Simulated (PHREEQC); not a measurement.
Solution (50 °C): 8.4 mmol/kgw LiBr. Closed to the air; pH follows from the charge balance.

The numbers come from PHREEQC with the ion-association model, phreeqc.dat.

No solid was allowed to form.

Predict the specific conductance.

specific conductance 1460 µS/cm.

At this temperature some constants are extrapolated from 25 °C, and those without enthalpy data are left unchanged.
